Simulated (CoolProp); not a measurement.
Vapour-liquid equilibrium of propane (1) + R113 (2) at 340.8 K; x and y are mole fractions of (1).

The numbers come from the multi-fluid Helmholtz-energy mixture model, Lemmon 2009 and Marx 1992; pair parameters Bell 2016 in CoolProp.

Question: Give the bubble pressure and the first vapour's composition at x = 0.05, 0.25, 0.95. Is there an azeotrope?

Answer: x = 0.05: 296.5 kPa, y = 0.373; x = 0.25: 730.0 kPa, y = 0.767; x = 0.95: 2312 kPa, y = 0.988. No azeotrope shows between x = 0.05 and 0.95.

Pair parameters are fitted to limited data, so mixtures are less certain than the pure fluids.
